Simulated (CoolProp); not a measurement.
Saturated liquid density (kg/m³) of ammonia: the reference equation beside estimates from Tc = 405.6 K, pc = 11.36 MPa, ω = 0.256.

Computed with CoolProp (reference Helmholtz-energy equation of state, Gao 2020).

```
T (K)  reference  van der Waals  Soave-Redlich-Kwong  Peng-Robinson
-----  ---------  -------------  -------------------  -------------
228.1      695.9          362.6                550.2          620.2
235.7      686.7          358.2                543.6          613.1
243.2        [?]          353.8                536.8          605.8
250.7      668.1          349.3                529.7          598.2
258.2      658.5          344.7                522.3          590.2
265.7      648.6          339.9                514.6          581.8
273.2      638.6          334.9                506.5          573.0
280.7        [?]          329.8                498.0            [?]
288.2      617.6          324.5                489.1          553.9
295.7      606.6          319.0                479.7          543.6
```

Problem. Fill in the missing entries.

Solution. 
- 243.2, reference: 677.5
- 280.7, reference: 628.2
- 280.7, Peng-Robinson: 563.7

Absolute difference from the reference over all 10 rows, mean and median: van der Waals 47.6 and 47.6 %, Soave-Redlich-Kwong 20.8 and 20.7 %, Peng-Robinson 10.5 and 10.4 %.
